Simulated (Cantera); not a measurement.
A closed system holds: 1 mol Cu2O, 6.7 mol C, 0.37 mol CO, equilibrated at 71.0 mbar.

Cantera equilibrium calculation (NASA polynomials, part measured and part estimated; ideal gas, pure solids and liquids). Candidate condensed phases: C, Cu, CuO, Cu2O; 15 gas species. Kinetics and transport are ignored. All values below are at 1625 K.

Base state: CO 0.999, Cu 0.000805, CO2 1.71e-5 (mole fractions); condensed: C(graphite) + Cu(l).

Problem. What changes in the equilibrium state with this change: pressure from 71.0 mbar to 29.0 Pa?

Solution. 
```json
[
 {"species": "CO", "before": "0.999", "after": "0.803"},
 {"species": "Cu", "before": "0.000805", "after": "0.197"},
 {"species": "Cu2", "before": "6.61e-7", "after": "0.000162"},
 {"species": "CO2", "before": "1.71e-5", "after": "4.50e-8"},
 {"species": "C(graphite), mol", "before": "5.70", "after": "5.70"},
 {"species": "Cu(l), mol", "before": "2.00", "after": "1.66"}
]
```
